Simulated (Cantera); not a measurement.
# Thermodynamics of silicon carbide growth, feed Si(CH3)4 + H2

Input: 1 mol Si(CH3)4, 480 mol H2, held at 0.0170 bar.

Equilibrium computed with Cantera from the NASA thermochemical tables; the gas is ideal and each condensed phase is pure. Candidate condensed phases: C, C6H6, C7H8, C8H18, Si, SiC; 87 gas species. Gases not in the tables: Si2H6 and higher silanes. The numbers say what is thermodynamically allowed, not how fast it happens.

```tsv
T (K)	x H2	x H	x C2H2 (acetylene)	x Si	x CH4	x SiH	n C(graphite)	n SiC(s)
1473	1.000	9.70e-5	6.50e-6	2.11e-9	4.99e-5	9.88e-10	2.97	1.000
1573	1.000	0.000312	2.06e-5	3.09e-8	3.12e-5	9.71e-9	2.96	1.000
1673	0.999	0.000873	5.69e-5	3.28e-7	2.06e-5	7.23e-8	2.93	1.000
1773	0.998	0.00218	0.000140	2.66e-6	1.43e-5	4.28e-7	2.86	0.998
1873	0.995	0.00494	0.000310	1.72e-5	1.03e-5	2.09e-6	2.70	0.989
1973	0.989	0.0103	0.000634	9.20e-5	7.59e-6	8.63e-6	2.43	0.945
2073	0.978	0.0200	0.00120	0.000417	5.73e-6	3.09e-5	2.04	0.747
```
x: gas mole fraction; n: condensed amount in mol.

From 1473 K to 2073 K the condensed part is C(graphite) + SiC(s).
